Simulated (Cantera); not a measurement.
Mixture: 1.81 % C₃H₈, 20.7 % O₂, 77.5 % N₂, at 760 Torr, adiabatic and at constant volume. Ignition delay is the time to a rise of 400 K.

Computed with Cantera and GRI-Mech 3.0 (53 species, 325 reactions). GRI-Mech 3.0 was tuned for natural gas; its chemistry of propane as a main component is partial and can be far from experiment.

### Question
Predict: delay at 1200 K; delay at 1275 K; delay at 1350 K; delay at 1425 K; delay at 1500 K; delay at 1575 K; apparent activation energy between 1425 and 1575 K.

### Answer
| Item | Value |
|---|---|
| delay at 1200 K | 5.25 ms |
| delay at 1275 K | 1.26 ms |
| delay at 1350 K | 0.378 ms |
| delay at 1425 K | 0.143 ms |
| delay at 1500 K | 66.4 µs |
| delay at 1575 K | 36.4 µs |
| apparent activation energy between 1425 and 1575 K | 170 kJ/mol |
